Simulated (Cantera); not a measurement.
A freely propagating, adiabatic, planar premixed flame of H2 : O2 : N2 = 1 : 0.455 : 1.71 (molar parts), equivalence ratio 1.1, unburnt at 323 K and 7500 Torr; mixture-averaged transport, grid criteria slope 0.08 and curve 0.16, no radiation.

Computed with Cantera and the H2/O2 subset of GRI-Mech 3.0, which has no nitrogen chemistry. The hydrogen kinetics of GRI-Mech 3.0 are dated; newer H2 mechanisms differ, most at raised pressure. Burning velocities carry a grid error of a few per cent, more on coarse grids.

x: mole fraction of selected species; z is measured from the peak of heat release.

```json
[
 {"z (mm)": "-0.0692", "T (K)": "323", "u (m/s)": "2.10", "x H2": "0.316", "x O2": "0.144", "x HO2": "<1e-8", "x H2O2": "<1e-8", "x H2O": "5.21e-8", "x O": "<1e-8"},
 {"z (mm)": "-0.0462", "T (K)": "323", "u (m/s)": "2.10", "x H2": "0.315", "x O2": "0.144", "x HO2": "<1e-8", "x H2O2": "<1e-8", "x H2O": "5.74e-7", "x O": "<1e-8"},
 {"z (mm)": "-0.0346", "T (K)": "324", "u (m/s)": "2.10", "x H2": "0.314", "x O2": "0.144", "x HO2": "1.29e-7", "x H2O2": "3.93e-8", "x H2O": "6.59e-6", "x O": "<1e-8"},
 {"z (mm)": "-0.0231", "T (K)": "330", "u (m/s)": "2.12", "x H2": "0.307", "x O2": "0.146", "x HO2": "?", "x H2O2": "?", "x H2O": "?", "x O": "?"},
 {"z (mm)": "-0.0115", "T (K)": "464", "u (m/s)": "2.83", "x H2": "0.263", "x O2": "0.151", "x HO2": "0.000431", "x H2O2": "9.09e-5", "x H2O": "0.0104", "x O": "4.69e-6"},
 {"z (mm)": "-0.00577", "T (K)": "865", "u (m/s)": "5.07", "x H2": "0.205", "x O2": "0.136", "x HO2": "0.00158", "x H2O2": "0.000248", "x H2O": "0.0581", "x O": "0.000171"},
 {"z (mm)": "0", "T (K)": "1369", "u (m/s)": "7.85", "x H2": "0.142", "x O2": "0.0986", "x HO2": "0.000765", "x H2O2": "8.39e-5", "x H2O": "0.141", "x O": "0.00143"},
 {"z (mm)": "0.00577", "T (K)": "1711", "u (m/s)": "9.74", "x H2": "0.0910", "x O2": "0.0578", "x HO2": "0.000345", "x H2O2": "7.38e-6", "x H2O": "0.215", "x O": "0.00303"},
 {"z (mm)": "0.0115", "T (K)": "1905", "u (m/s)": "10.8", "x H2": "0.0631", "x O2": "0.0325", "x HO2": "0.000162", "x H2O2": "4.31e-6", "x H2O": "0.258", "x O": "0.00356"},
 {"z (mm)": "0.0231", "T (K)": "2094", "u (m/s)": "11.8", "x H2": "0.0453", "x O2": "0.0146", "x HO2": "5.67e-5", "x H2O2": "2.57e-6", "x H2O": "0.289", "x O": "0.00316"},
 {"z (mm)": "0.0462", "T (K)": "2244", "u (m/s)": "12.6", "x H2": "0.0383", "x O2": "0.00787", "x HO2": "2.31e-5", "x H2O2": "1.59e-6", "x H2O": "0.306", "x O": "0.00191"},
 {"z (mm)": "0.0923", "T (K)": "2348", "u (m/s)": "13.1", "x H2": "0.0334", "x O2": "0.00449", "x HO2": "9.63e-6", "x H2O2": "1.00e-6", "x H2O": "0.318", "x O": "0.000920"},
 {"z (mm)": "0.185", "T (K)": "2412", "u (m/s)": "13.4", "x H2": "?", "x O2": "?", "x HO2": "?", "x H2O2": "?", "x H2O": "0.326", "x O": "?"}
]
```

Task: Some entries are withheld; supply them.

Result: 
- -0.0231, x HO2: 3.78e-6
- -0.0231, x H2O2: 1.17e-6
- -0.0231, x H2O: 0.000159
- -0.0231, x O: 6.78e-8
- 0.185, x H2: 0.0295
- 0.185, x O2: 0.00237
- 0.185, x HO2: 3.74e-6
- 0.185, x H2O2: 5.89e-7
- 0.185, x O: 0.000422
